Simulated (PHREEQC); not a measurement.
Solution (25 °C): 0.22 mol CuSO4, 8.4e-05 mol CuCl2, 0.0068 mol H2SO4 and 0.021 mol Na2SO4 per kg of water. Closed to the air; pH follows from the charge balance.

Computed with PHREEQC (ion-association model, wateq4f.dat).

```csv
quantity,before,after
pH,2.55,2.28
ionic strength (mol/kgw),0.464,0.471
HSO4- (mol/kgw),0.00994,0.0178
Cl- (mol/kgw),0.000157,0.0104
CuOH+ (mol/kgw),1.41e-7,7.73e-8
SI of Chalcanthite (CuSO4:5H2O),-0.57,-0.58
SI of Tenorite (CuO),-4.10,-4.63
```

Task: What was changed between the two runs?
(A) temperature from 25 to 65 °C
(B) H2SO4 left out
(C) 0.011 mol/kgw HCl added
(D) H2SO4 from 0.0068 to 0.00068 mol/kgw
(E) Na2SO4 left out

Result: C, 0.011 mol/kgw HCl added

This is a speciation only: nothing precipitates in the calculation.
